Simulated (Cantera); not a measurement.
Source: NASA polynomial tables (part measured, part estimated), evaluated in Cantera. Values are per mole of reaction as written; species without (g) are pure solids or liquids, kept so even where they would boil at 1 bar. The tables' values for SiF2 are old estimates.

F(g) + SiH3(g) = HF(g) + SiH2(g), with ΔH° = -315.9 kJ and ΔS° = 6.1 J/K at 300 K.

Problem. How far is the shortcut ΔG° ≈ ΔH°(300 K) − T·ΔS°(300 K) from the full temperature-dependent value at 998, 1198, 1398, 1598, 1798, 1998, 2198, 2398, 2598, 2798 K?

Solution. 
```tsv
T (K)	shortcut (kJ)	full (kJ)	difference (kJ)	difference in log10 K
998	-322.0	-322.8	0.7	-0.04
1198	-323.2	-324.1	0.9	-0.04
1398	-324.5	-325.4	0.9	-0.03
1598	-325.7	-326.5	0.8	-0.03
1798	-326.9	-327.4	0.5	-0.02
1998	-328.1	-328.2	0.1	0.00
2198	-329.3	-328.9	-0.5	0.01
2398	-330.6	-329.4	-1.2	0.03
2598	-331.8	-329.8	-2.0	0.04
2798	-333.0	-330.0	-3.0	0.06
```
The shortcut ignores the heat-capacity change of the reaction.
